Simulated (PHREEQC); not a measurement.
Make-up at 25 °C: 0.014 mol/kgw HF and 0.0045 mol/kgw NH4F. Closed to the air; pH follows from the charge balance.

Computed with PHREEQC (ion-association model, phreeqc.dat).

Each row changes one thing in this solution. Precipitation was switched off in this run.

```
case                                      pH  ionic strength (mol/kgw)  HF (mol/kgw)  F- (mol/kgw)  HF2- (mol/kgw)  NH3 (mol/kgw)
--------------------------------------  ----  ------------------------  ------------  ------------  --------------  -------------
as made                                 2.82                   0.00612        0.0121       0.00585        0.000272        1.56e-9
HF replaced by KF at the same molality  6.54                    0.0185       6.91e-6        0.0185         4.91e-7        7.68e-6
HF from 0.014 to 0.0154 mol/kgw         2.79                   0.00626        0.0133       0.00595        0.000305        1.44e-9
0.0069 mol/kgw HCl added                2.33                   0.00956        0.0157       0.00251        0.000151       4.97e-10
NH4F from 0.0045 to 0.045 mol/kgw       3.65                    0.0453        0.0118        0.0433         0.00196        9.16e-8
```
